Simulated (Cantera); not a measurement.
CuF2 + H2O + N2 (halide evaporation, hydrolysis and transport)

Feed: 1 mol CuF2, 0.42 mol H2O, 480 mol N2, at 727 °C and 1.00 bar.

Method: chemical equilibrium by Gibbs-energy minimisation in Cantera with the NASA 1993 tables (ideal gas, pure condensed phases). Candidate condensed phases: Cu, CuF2, CuO, Cu(OH)2, Cu2O, H2O; 45 gas species. Rates play no part.

```yaml
x(N2): 0.998
x(HF): 0.00175
x(O2): 0.000129
x(CuF2): 1.20e-5
x(CuF): 2.25e-6
n(CuF2(s)): 0.574 mol
n(CuO(s)): 0.172 mol
n(Cu2O(s)): 0.124 mol
gas_amount: 480.9 mol
log10 activity of Cu(s) (absent): -1.52
log10 activity of Cu(OH)2(s) (absent): -10.88
```
